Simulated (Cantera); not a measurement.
A Cantera script and what it prints.

```python
import numpy as np
import cantera as ct

gas_names = """
    H HO2 H2 H2O H2O2 O OH O2 O3 Ta TaO TaO2
""".split()
cond_names = """
    H2O(s) H2O(L) Ta(cr) Ta(L) Ta2O5(s) Ta2O5(L)
""".split()


# ... load() reads the species with a 1 bar reference pressure and builds the phases ...
atoms = {
    'Ta2O5': {'Ta': 2, 'O': 5},
    'H2': {'H': 2},
    'H2O': {'H': 2, 'O': 1},
}
top_T = {}  # K; cautious upper limits of use, not melting points


# ... equilibrate(T, P, feed) seeds the gas with the atoms and calls Mixture.equilibrate('TP', solver="vcs", rtol=1e-11, max_steps=5000) ...
results = []
feed = {'Ta2O5': 1, 'H2': 1200, 'H2O': 0.068}  # mol
P = 13332.2  # Pa
for T in [1373, 1423, 1473, 1523, 1573, 1623, 1673, 1723, 1773, 1823, 1873, 1923]:
    mix = equilibrate(T, P, feed)
    results.append((T, P, feed, dict(zip(mix.species_names, mix.species_moles))))
    x = sorted(zip(gas.X, gas.species_names), reverse=True)
    print(f"T = {T:g} K  P = {P:g} Pa  gas = {mix.phase_moles(0):.4g} mol")
    print("   x: " + "  ".join(f"{s} {v:.3e}" for v, s in x if v > 0.001))
    print("   condensed (mol): " + ("  ".join(f"{mix.phase(i).name} {mix.phase_moles(i):.4g}"
          for i in range(1, mix.n_phases) if mix.phase_moles(i) > 1e-12) or "none"))
```

Result:

```
T = 1373 K  P = 13332.2 Pa  gas = 1200 mol
   x: H2 9.999e-01
   condensed (mol): Ta2O5(s) 1
T = 1423 K  P = 13332.2 Pa  gas = 1200 mol
   x: H2 9.999e-01
   condensed (mol): Ta2O5(s) 1
T = 1473 K  P = 13332.2 Pa  gas = 1200 mol
   x: H2 9.999e-01
   condensed (mol): Ta(cr) 0.008936  Ta2O5(s) 0.9955
T = 1523 K  P = 13332.2 Pa  gas = 1200 mol
   x: H2 9.998e-01
   condensed (mol): Ta(cr) 0.02692  Ta2O5(s) 0.9865
T = 1573 K  P = 13332.2 Pa  gas = 1200 mol
   x: H2 9.997e-01
   condensed (mol): Ta(cr) 0.05167  Ta2O5(s) 0.9742
T = 1623 K  P = 13332.2 Pa  gas = 1200 mol
   x: H2 9.996e-01
   condensed (mol): Ta(cr) 0.08496  Ta2O5(s) 0.9575
T = 1673 K  P = 13332.2 Pa  gas = 1200 mol
   x: H2 9.994e-01
   condensed (mol): Ta(cr) 0.1288  Ta2O5(s) 0.9356
T = 1723 K  P = 13332.2 Pa  gas = 1200 mol
   x: H2 9.991e-01
   condensed (mol): Ta(cr) 0.1853  Ta2O5(s) 0.9073
T = 1773 K  P = 13332.2 Pa  gas = 1201 mol
   x: H2 9.986e-01
   condensed (mol): Ta(cr) 0.257  Ta2O5(s) 0.8714
T = 1823 K  P = 13332.2 Pa  gas = 1201 mol
   x: H2 9.980e-01  H 1.185e-03
   condensed (mol): Ta(cr) 0.3465  Ta2O5(s) 0.8266
T = 1873 K  P = 13332.2 Pa  gas = 1201 mol
   x: H2 9.972e-01  H 1.765e-03  H2O 1.007e-03
   condensed (mol): Ta(cr) 0.4564  Ta2O5(s) 0.7713
T = 1923 K  P = 13332.2 Pa  gas = 1202 mol
   x: H2 9.961e-01  H 2.575e-03  H2O 1.284e-03
   condensed (mol): Ta(cr) 0.5894  Ta2O5(s) 0.7039
```

Cantera equilibrium calculation (NASA polynomials, part measured and part estimated; ideal gas, pure solids and liquids). Mutual solubility and eutectic melting of coexisting phases are not modelled. Condensed phases not in the tables: N, O or C dissolved in the metal.
